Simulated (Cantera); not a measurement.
Cantera run:

```python
import numpy as np
import cantera as ct

gas_names = [...]  # 114 gases of nasa_gas.yaml made of C, Fe, H, O
cond_names = """
    C(gr) C6H6(L) C7H8(L) C8H18(L),n-octa Fe(a) Fe(c) Fe(d) Fe(L) FeC5O5(L) FeO(s) FeO(L) Fe(OH)2(s)
    Fe(OH)3(s) Fe2O3(s) Fe3O4(s) H2O(s) H2O(L)
""".split()


# ... load() reads the species with a 1 bar reference pressure and builds the phases ...
atoms = {
    'Fe': {'Fe': 1},
    'CO2': {'C': 1, 'O': 2},
    'H2': {'H': 2},
    'CO': {'C': 1, 'O': 1},
}
top_T = {'C(gr)': 4500, 'Fe2O3(s)': 1830, 'Fe3O4(s)': 1870}  # K; cautious upper limits of use, not melting points


# ... equilibrate(T, P, feed) seeds the gas with the atoms and calls Mixture.equilibrate('TP', solver="vcs", rtol=1e-11, max_steps=5000) ...
results = []
feed = {'Fe': 1, 'CO2': 0.72, 'H2': 240, 'CO': 3}  # mol
P = 4800  # Pa
for T in [950, 1000, 1050, 1100, 1150, 1200, 1250, 1300, 1350, 1400, 1450, 1500, 1550]:
    mix = equilibrate(T, P, feed)
    results.append((T, P, feed, dict(zip(mix.species_names, mix.species_moles))))
    x = sorted(zip(gas.X, gas.species_names), reverse=True)
    print(f"T = {T:g} K  P = {P:g} Pa  gas = {mix.phase_moles(0):.4g} mol")
    print("   x: " + "  ".join(f"{s} {v:.3e}" for v, s in x if v > 0.001))
    print("   condensed (mol): " + ("  ".join(f"{mix.phase(i).name} {mix.phase_moles(i):.4g}"
          for i in range(1, mix.n_phases) if mix.phase_moles(i) > 1e-12) or "none"))
```

Result:

```
T = 950 K  P = 4800 Pa  gas = 243.1 mol
   x: H2 9.807e-01  CO 1.402e-02  H2O 4.038e-03  CH4 1.181e-03
   condensed (mol): Fe(a) 1
T = 1000 K  P = 4800 Pa  gas = 243.5 mol
   x: H2 9.815e-01  CO 1.483e-02  H2O 3.260e-03
   condensed (mol): Fe(a) 1
T = 1050 K  P = 4800 Pa  gas = 243.7 mol
   x: H2 9.817e-01  CO 1.510e-02  H2O 3.014e-03
   condensed (mol): Fe(a) 1
T = 1100 K  P = 4800 Pa  gas = 243.7 mol
   x: H2 9.818e-01  CO 1.518e-02  H2O 2.946e-03
   condensed (mol): Fe(a) 1
T = 1150 K  P = 4800 Pa  gas = 243.7 mol
   x: H2 9.818e-01  CO 1.521e-02  H2O 2.929e-03
   condensed (mol): Fe(a) 1
T = 1200 K  P = 4800 Pa  gas = 243.7 mol
   x: H2 9.818e-01  CO 1.523e-02  H2O 2.926e-03
   condensed (mol): Fe(c) 1
T = 1250 K  P = 4800 Pa  gas = 243.7 mol
   x: H2 9.818e-01  CO 1.523e-02  H2O 2.927e-03
   condensed (mol): Fe(c) 1
T = 1300 K  P = 4800 Pa  gas = 243.7 mol
   x: H2 9.818e-01  CO 1.524e-02  H2O 2.929e-03
   condensed (mol): Fe(c) 1
T = 1350 K  P = 4800 Pa  gas = 243.7 mol
   x: H2 9.818e-01  CO 1.524e-02  H2O 2.931e-03
   condensed (mol): Fe(c) 1
T = 1400 K  P = 4800 Pa  gas = 243.7 mol
   x: H2 9.818e-01  CO 1.524e-02  H2O 2.933e-03
   condensed (mol): Fe(c) 0.9999
T = 1450 K  P = 4800 Pa  gas = 243.7 mol
   x: H2 9.818e-01  CO 1.524e-02  H2O 2.935e-03
   condensed (mol): Fe(c) 0.9997
T = 1500 K  P = 4800 Pa  gas = 243.7 mol
   x: H2 9.817e-01  CO 1.525e-02  H2O 2.937e-03
   condensed (mol): Fe(c) 0.9992
T = 1550 K  P = 4800 Pa  gas = 243.7 mol
   x: H2 9.816e-01  CO 1.525e-02  H2O 2.938e-03
   condensed (mol): Fe(c) 0.9979
```

These are equilibrium values from Cantera (NASA tables, ideal gas, pure condensed phases), not measurements of a reactor.
